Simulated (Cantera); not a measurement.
Cantera run:

```python
import numpy as np
import cantera as ct

gas_names = """
    CL CL2 H HCL H2 Si SiCL SiCL2 SiCL3 SiCL4 SiH SiHCL3 SiH2 SiH2CL2 SiH3 SiH3CL SiH4 Si2 Si3
""".split()
cond_names = """
    Si(cr) Si(L)
""".split()


def load(file, names, dense=False):
    # The tables refer to 1 bar. Condensed volumes are neglected.
    table = {s.name: s for s in ct.Species.list_from_file(file)}
    out = []
    for n in names:
        d = dict(table[n].input_data)
        d["thermo"] = dict(d["thermo"], **{"reference-pressure": 1e5})
        if dense:
            d["equation-of-state"] = {"model": "constant-volume", "density": "1e6 g/cm^3"}
        out.append(ct.Species.from_dict(d))
    return out


gas = ct.Solution(thermo="ideal-gas", species=load("nasa_gas.yaml", gas_names))
cond = {s.name: ct.Solution(thermo="fixed-stoichiometry", species=[s], name=s.name)
        for s in load("nasa_condensed.yaml", cond_names, dense=True)}
atoms = {
    'SiH2Cl2': {'Si': 1, 'H': 2, 'CL': 2},
    'Cl2': {'CL': 2},
    'H2': {'H': 2},
}
top_T = {}  # K; cautious upper limits of use, not melting points


def equilibrate(T, P, feed):
    n = {}
    for name, mol in feed.items():
        for a, k in atoms[name].items():
            n[a] = n.get(a, 0.0) + k * mol
    gas.TPX = T, P, n
    mass = sum(n.values()) * gas.mean_molecular_weight
    gas.equilibrate("TP")
    valid = [c for c in cond.values() if c.min_temp <= T <= top_T.get(c.name, c.max_temp)]
    mix = ct.Mixture([(gas, mass / gas.mean_molecular_weight)] + [(c, 0.0) for c in valid])
    mix.T, mix.P = T, P
    mix.equilibrate("TP", solver="vcs", rtol=1e-11, max_steps=5000)
    return mix


results = []
feed = {'SiH2Cl2': 1, 'Cl2': 0.0038, 'H2': 37}  # mol
T = 1725  # K
P = 160000  # Pa
mix = equilibrate(T, P, feed)
results.append((T, P, feed, dict(zip(mix.species_names, mix.species_moles))))
x = sorted(zip(gas.X, gas.species_names), reverse=True)
print(f"T = {T:g} K  P = {P:g} Pa  gas = {mix.phase_moles(0):.4g} mol")
print("   x: " + "  ".join(f"{s} {v:.3e}" for v, s in x if v > 0.0001))
print("   condensed (mol): " + ("  ".join(f"{mix.phase(i).name} {mix.phase_moles(i):.4g}"
      for i in range(1, mix.n_phases) if mix.phase_moles(i) > 1e-12) or "none"))
```

Output:

```
T = 1725 K  P = 160000 Pa  gas = 39 mol
   x: H2 9.546e-01  HCL 3.930e-02  SiCL2 5.580e-03  SiCL3 2.023e-04  H 1.435e-04
   condensed (mol): Si(L) 0.7673
```

Method: chemical equilibrium by Gibbs-energy minimisation in Cantera with the NASA 1993 tables (ideal gas, pure condensed phases). The tables' values for SiCl3 are old estimates; treat these amounts as uncertain. Gases not in the tables: Si2H6 and higher silanes.
